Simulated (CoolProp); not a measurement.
Saturation properties of dimethyl ether (Tc = 127.2 °C, pc = 5.337 MPa, ω = 0.196).

The numbers come from the reference Helmholtz-energy equation of state, Wu 2011 in CoolProp.

```csv
T (°C),p (MPa),enthalpy of vaporisation (kJ/kg),vapour Z,surface tension (mN/m),liquid viscosity (µPa s),vapour viscosity (µPa s)
-11.85,0.1723,449.9,0.9473,16.7,180,8.36
-6.65,0.2099,443.4,0.9400,15.9,171,8.48
-1.35,0.2543,436.7,0.9319,15.1,162,8.62
3.95,0.3056,429.9,0.9232,14.3,154,8.75
9.25,0.3644,422.8,0.9138,13.6,147,8.89
14.55,0.4314,415.5,0.9037,12.8,140,9.04
19.85,0.5073,407.9,0.8928,12.0,134,9.19
25.05,0.5911,400.3,0.8815,11.3,128,9.34
30.35,0.6867,392.2,0.8692,10.6,122,9.50
35.65,0.7934,383.9,0.8560,9.85,117,9.66
40.95,0.9119,375.2,0.8420,9.14,112,9.83
```

It boils at -24.8 °C under 1 atm.

Viscosity comes from a separate model (Meng 2012). Surface tension comes from a separate correlation (Mulero 2012).
